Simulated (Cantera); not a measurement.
Input: 1 mol BN, 2 mol HCl, 1.6 mol N2, at 0.100 bar.

Equilibrium computed with Cantera from the NASA thermochemical tables; the gas is ideal and each condensed phase is pure. Candidate condensed phases: B, BN, NH4Cl; 21 gas species. The tables' values for BCl2 are old estimates; treat these amounts as uncertain. Gases not in the tables: BHCl2. Equilibrium is a limit: real reactors are often held back by kinetics, nucleation or transport.

x: gas mole fraction; n: condensed amount in mol.

| T (K) | x HCl | x N2 | x H2 | x BCl3 | x Cl | x BCl2 | x H | n BN(s) |
|---|---|---|---|---|---|---|---|---|
| 898 | 0.553 | 0.445 | 0.00148 | 0.000987 | ___ | 1.77e-12 | 1.33e-11 | 0.996 |
| 948 | 0.551 | 0.445 | 0.00214 | 0.00142 | ___ | 1.54e-11 | 7.66e-11 | 0.995 |
| 998 | 0.550 | 0.445 | 0.00297 | 0.00198 | ___ | 1.08e-10 | 3.71e-10 | 0.993 |
| 1048 | 0.548 | 0.446 | 0.00400 | 0.00266 | ___ | 6.24e-10 | 1.54e-9 | 0.990 |
| 1098 | 0.545 | 0.446 | 0.00523 | 0.00349 | ___ | 3.07e-9 | 5.66e-9 | 0.987 |
| 1148 | 0.542 | 0.447 | 0.00667 | 0.00445 | ___ | 1.31e-8 | 1.85e-8 | 0.984 |
| 1198 | 0.539 | 0.447 | 0.00833 | 0.00555 | ___ | 4.96e-8 | 5.49e-8 | 0.980 |
| 1248 | 0.535 | 0.448 | 0.0102 | 0.00680 | ___ | 1.68e-7 | 1.49e-7 | 0.976 |
| 1298 | 0.531 | 0.449 | 0.0123 | 0.00818 | ___ | 5.17e-7 | 3.76e-7 | 0.971 |
| 1348 | 0.526 | 0.449 | 0.0146 | 0.00969 | ___ | 1.46e-6 | 8.83e-7 | 0.965 |
| 1398 | 0.522 | 0.450 | 0.0170 | 0.0113 | ___ | 3.82e-6 | 1.95e-6 | 0.959 |
| 1448 | 0.516 | 0.451 | 0.0196 | 0.0131 | ___ | 9.31e-6 | 4.08e-6 | 0.953 |
| 1498 | 0.511 | 0.452 | 0.0224 | 0.0149 | ___ | 2.14e-5 | 8.14e-6 | 0.946 |

**Question.** Some entries are withheld; supply them.

**Answer.** 
- 898, x Cl: 4.86e-9
- 948, x Cl: 1.88e-8
- 998, x Cl: 6.39e-8
- 1048, x Cl: 1.93e-7
- 1098, x Cl: 5.28e-7
- 1148, x Cl: 1.33e-6
- 1198, x Cl: 3.08e-6
- 1248, x Cl: 6.69e-6
- 1298, x Cl: 1.37e-5
- 1348, x Cl: 2.66e-5
- 1398, x Cl: 4.93e-5
- 1448, x Cl: 8.75e-5
- 1498, x Cl: 0.000149
